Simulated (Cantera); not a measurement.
Feed: 1 mol CaO, 24 mol HF, 31 mol H2, equilibrated at 500 Pa.

Method: chemical equilibrium by Gibbs-energy minimisation in Cantera with the NASA 1993 tables (ideal gas, pure condensed phases). Candidate condensed phases: Ca, CaF2, CaO, Ca(OH)2, H2O; 29 gas species. Kinetics and transport are ignored. All values below are at 1548 K.

Base state: H2 0.573, HF 0.407, H2O 0.0185, CaF2 0.00117, H 0.000330 (mole fractions); condensed: CaF2(s).

What changes in the equilibrium state with this change: pressure from 500 Pa to 3.30 Pa?


```
species         before    after
------------  --------  -------
H2               0.573    0.560
HF               0.407    0.399
H2O             0.0185   0.0181
CaF2           0.00117   0.0181
CaF            3.53e-7  6.76e-5
H             0.000330  0.00401
CaF2(s), mol     0.937        0
```
